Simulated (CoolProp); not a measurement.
Ethanol along the isobar 7.46 MPa: fugacity coefficient from the reference equation and from simpler models built on Tc = 514.7 K, pc = 6.268 MPa, ω = 0.644; each cubic takes its own stable root.

Model: reference Helmholtz-energy equation of state, Schroeder 2014, in CoolProp.

| T (K) | phase | reference | van der Waals | Redlich-Kwong | Peng-Robinson |
|---|---|---|---|---|---|
| 208.7 | liquid | 5.929e-7 | 0.007327 | 8.113e-5 | 3.851e-7 |
| 237.1 | liquid | 1.353e-5 | 0.01863 | 0.0007295 | 1.127e-5 |
| 265.5 | liquid | 0.0001489 | 0.03860 | 0.003643 | 0.0001424 |
| 293.9 | liquid | 0.0009792 | 0.06914 | 0.01227 | 0.001004 |
| 322.3 | liquid | 0.004409 | 0.1112 | 0.03140 | 0.004645 |
| 350.7 | liquid | 0.01488 | 0.1647 | 0.06582 | 0.01572 |
| 379.1 | liquid | 0.04006 | 0.2288 | 0.1190 | 0.04187 |
| 407.5 | liquid | 0.08993 | 0.3020 | 0.1919 | 0.09247 |
